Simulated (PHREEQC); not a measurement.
Solution (70 °C): 0.003 mol/kgw NH4Cl, 0.044 mol/kgw KOH and 0.013 mol/kgw NaCl. Closed to the air; pH follows from the charge balance.

The numbers come from PHREEQC with the ion-association model, phreeqc.dat.

```
Quantity                      Result
--------------------  --------------
pH                             11.30
ionic strength        0.0570 mol/kgw
specific conductance     24900 µS/cm
density                  0.980 g/cm³
total alkalinity         44.0 meq/kg
```

```csv
species,molality,activity,log γ
K+,0.0440,0.0347,-0.103
OH-,0.0410,0.0323,-0.104
Cl-,0.0160,0.0126,-0.102
Na+,0.0130,0.0104,-0.096
NH3,0.00300,0.00304,0.006
NH4+,2.21e-6,1.71e-6,-0.111
```

No solid was allowed to form. Complexes and solids missing from the database can't appear. At this temperature some constants are extrapolated from 25 °C, and those without enthalpy data are left unchanged.
